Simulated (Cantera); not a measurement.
An adiabatic, constant-pressure homogeneous reactor starts with CH3OH : O2 : N2 : H2O = 1 : 1.25 : 4.7 : 0.36 (molar parts), equivalence ratio 1.2, at 973 K and 9.87 atm.

Model: GRI-Mech 3.0 (53 species, 325 reactions), integrated in Cantera. GRI-Mech 3.0 was tuned for natural gas; its chemistry of methanol as a main component is partial and can be far from experiment. Below about 1000 K GRI-Mech 3.0 lacks low-temperature oxidation paths.

Task: Predict: time of steepest temperature rise; temperature at 0.200 s; equilibrium temperature; x(O2) at 0.200 s; x(H2O) at 0.200 s; x(H2) at 0.200 s.

Result: 
```
Quantity                                                              Result
---------------------------------  -----------------------------------------
time of steepest temperature rise                                    0.151 s
temperature at 0.200 s                                                2544 K
equilibrium temperature                                               2544 K
x(O2) at 0.200 s                   0.000753 (gas-phase equilibrium 0.000753)
x(H2O) at 0.200 s                        0.266 (gas-phase equilibrium 0.266)
x(H2) at 0.200 s                       0.0227 (gas-phase equilibrium 0.0227)
```
